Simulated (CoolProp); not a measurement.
Properties of carbonyl sulfide along the isobar 6.55 MPa.

Values from CoolProp's reference Helmholtz-energy equation of state, Lemmon 2006. It is a short technical equation, of lower accuracy than the large ones.

```tsv
T (K)	phase	cp (kJ/(kg K))	cv (kJ/(kg K))	isothermal compressibility (1/MPa)
194.4	liquid	1.156	0.7233	0.0009016
219.9	liquid	1.166	(withheld)	0.001184
245.4	liquid	1.194	0.7041	0.001598
270.9	liquid	1.238	0.7038	0.002251
296.5	liquid	1.306	0.7071	0.003389
322	liquid	1.417	0.7138	0.005687
347.5	liquid	1.645	0.7270	0.01198
373	liquid	2.837	0.7739	0.06451
398.5	supercritical	(withheld)	0.7473	0.3155
424	supercritical	1.271	0.7117	0.2301
449.6	supercritical	1.107	0.7033	(withheld)
475.1	supercritical	1.032	0.7029	(withheld)
```

Question: Some entries are withheld; supply them.

Answer: 
- 219.9, cv (kJ/(kg K)): 0.7094
- 398.5, cp (kJ/(kg K)): 1.841
- 449.6, isothermal compressibility (1/MPa): 0.2021
- 475.1, isothermal compressibility (1/MPa): 0.1877
